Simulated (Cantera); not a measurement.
Predominance diagram of Mg at 800 K against the partial pressures of O2 and Br2 (log10, bar). Source: NASA polynomial tables (part measured, part estimated), evaluated in Cantera. Candidates: Mg(s), MgBr2(s), MgO(s). Only these pure phases compete in this equilibrium. Not in the tables: oxide halides.

Q: Which phase is stable at these pairs, and which metal-bearing vapour leads over it? (-31.8, -7.2); (-9.1, 1); (-6.6, -4.5); (-39.4, -20.8); (-49.5, -23.5); (-21.7, -12.6); (-29.3, -23.5)

A: 
```
log p(O2)  log p(Br2)     phase  chief vapour  log p (bar)
---------  ----------  --------  ------------  -----------
-31.8            -7.2  MgBr2(s)         MgBr2         -5.2
-9.1                1  MgBr2(s)         MgBr2         -5.2
-6.6             -4.5    MgO(s)         MgBr2        -11.9
-39.4           -20.8    MgO(s)         MgBr2        -11.8
-49.5           -23.5    MgO(s)         MgBr2         -9.4
-21.7           -12.6    MgO(s)         MgBr2        -12.4
-29.3           -23.5    MgO(s)         MgBr2        -19.5
```
